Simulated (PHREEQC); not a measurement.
Solution (15 °C): 0.04 mol NaOH per kg of water. Closed to the air; pH follows from the charge balance.

Computed with PHREEQC (ion-association model, phreeqc.dat).

No solid was allowed to form.

Question: Predict the pH.

Answer: pH 12.86.
